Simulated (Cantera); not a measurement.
Input: 1 mol AlCl₃, 100 mol NH₃, 46 mol N₂, at 52.0 Pa.

Equilibrium computed with Cantera from the NASA thermochemical tables; the gas is ideal and each condensed phase is pure. Candidate condensed phases: Al, AlCl₃, AlN, NH₄Cl; 20 gas species. The tables' values for AlCl₂ are old estimates; treat these amounts as uncertain. Rates play no part. All values below are at 1550 K.

Base state: H₂ 0.600, N₂ 0.387, HCl 0.00801, AlCl 0.00398, H 0.00107, AlCl₂ 3.98e-5, Cl 1.14e-5 (mole fractions); condensed: gas only.

What changes in the equilibrium state with this change: NH₃ from 100 to 0.45 mol?


```
species   before     after
-------  -------  --------
N₂         0.387     0.954
HCl      0.00801    0.0214
AlCl     0.00398   0.00923
H₂         0.600   0.00319
AlCl₃    2.58e-6   0.00804
AlCl₂    3.98e-5   0.00338
Cl       1.14e-5  0.000418
H        0.00107   7.80e-5
```
